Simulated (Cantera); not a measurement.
A freely propagating, adiabatic, planar premixed flame of 10.1 % CH4, 3.14 % H2, 18.3 % O2, 68.5 % N2, equivalence ratio 1.2, unburnt at 350 K and 1580 Torr; mixture-averaged transport, grid criteria slope 0.08 and curve 0.16, no radiation.

Detailed kinetics in Cantera: GRI-Mech 3.0 (53 species, 325 reactions). Burning velocities carry a grid error of a few per cent, more on coarse grids.

**Question.** Predict: laminar burning velocity; thermal thickness; peak x(CO); peak x(HO2); peak x(HCO).

**Answer.** 
```
Quantity                     Result
------------------------  ---------
laminar burning velocity  40.7 cm/s
thermal thickness          0.231 mm
peak x(CO)                   0.0563
peak x(HO2)                0.000168
peak x(HCO)                 3.05e-5
```
